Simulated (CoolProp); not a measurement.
Values from CoolProp's reference Helmholtz-energy equation of state, Thol 2021.

For chlorine, give the phase and the density (kg/m³), speed of sound (m/s), fugacity coefficient at 262.8 K and 20 MPa; 275.9 K and 20 MPa; 295.5 K and 20 MPa.


- 262.8 K and 20 MPa: liquid; density 1530, speed of sound 1050, fugacity coefficient 0.0188
- 275.9 K and 20 MPa: liquid; density 1500, speed of sound 1000, fugacity coefficient 0.0283
- 295.5 K and 20 MPa: liquid; density 1450, speed of sound 934, fugacity coefficient 0.0484
